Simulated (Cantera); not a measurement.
Feed: 1 mol CH2F2, 0.21 mol Si, 0.35 mol H2, at 1000 Pa.

Method: chemical equilibrium by Gibbs-energy minimisation in Cantera with the NASA 1993 tables (ideal gas, pure condensed phases). Candidate condensed phases: C, C6H6, C7H8, C8H18, Si, SiC; 113 gas species. The tables' values for SiF3 are old estimates; treat these amounts as uncertain. Kinetics and transport are ignored. All values below are at 1275 K.

Base state: HF 0.542, H2 0.360, SiF4 0.0981, CH4 1.20e-5, SiF3 1.02e-5 (mole fractions); condensed: C(graphite).

### Question
What changes in the equilibrium state with this change: Si from 0.21 to 0.12 mol?

### Answer
```csv
species,before,after
HF,0.542,0.682
H2,0.360,0.265
SiF4,0.0981,0.0538
SiF3,1.02e-5,3.80e-6
CH4,1.20e-5,6.49e-6
"C(graphite), mol",1.000,1.000
```
